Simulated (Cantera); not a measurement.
## Hydrocarbon pyrolysis for carbon deposition

An isothermal, constant-pressure homogeneous reactor starts with 12.0 % C₃H₈, 88.0 % H₂, at 1950 K and 263 Torr.

Detailed kinetics in Cantera: GRI-Mech 3.0 (53 species, 325 reactions). GRI-Mech 3.0 was tuned for natural gas; its chemistry of propane as a main component is partial and can be far from experiment. GRI-Mech 3.0 stops at C3 and has no aromatics, soot or wall deposition, so with more carbon than oxygen in the feed, carbon stays in small species such as C2H2 where larger ones or solid carbon would form.

| t (s) | x C₃H₈ | x H₂ | x C₂H₄ | x CH₃ | x C₂H₂ | x CH₄ |
|---|---|---|---|---|---|---|
| 0.000200 | 8.59e-8 | 0.797 | 0.00277 | 0.00367 | 0.0900 | 0.105 |
| 0.000500 | 5.97e-8 | 0.806 | 0.00142 | 0.00328 | 0.0963 | 0.0914 |
| 0.00125 | 2.68e-8 | 0.821 | 0.000946 | 0.00254 | 0.105 | 0.0688 |
| 0.00313 | 6.58e-9 | 0.838 | 0.000563 | 0.00160 | 0.116 | 0.0419 |
| 0.00783 | 8.74e-10 | 0.852 | 0.000397 | 0.000820 | 0.124 | 0.0206 |
| 0.0196 | 8.79e-11 | 0.860 | 0.000358 | 0.000364 | 0.129 | 0.00889 |
| 0.0490 | 1.37e-11 | 0.863 | 0.000354 | 0.000162 | 0.131 | 0.00392 |
| 0.123 | 5.78e-12 | 0.864 | 0.000355 | 9.67e-5 | 0.131 | 0.00232 |
| 0.306 | 5.05e-12 | 0.864 | 0.000355 | 8.79e-5 | 0.131 | 0.00211 |
| 0.766 | 5.04e-12 | 0.864 | 0.000355 | 8.78e-5 | 0.131 | 0.00211 |
| 1.92 | 5.04e-12 | 0.864 | 0.000355 | 8.78e-5 | 0.131 | 0.00211 |
| 4.80 | 5.04e-12 | 0.864 | 0.000355 | 8.78e-5 | 0.131 | 0.00211 |
| 12.0 | 5.04e-12 | 0.864 | 0.000355 | 8.78e-5 | 0.131 | 0.00211 |
| 30.0 | 5.04e-12 | 0.864 | 0.000355 | 8.78e-5 | 0.131 | 0.00211 |
x: mole fraction; the columns are a selection and need not sum to one.

Equilibrium at this temperature and pressure: C₃H₈ 5.04e-12, H₂ 0.864, C₂H₄ 0.000355, CH₃ 8.78e-5, C₂H₂ 0.131, CH₄ 0.00211 (gas phase only).
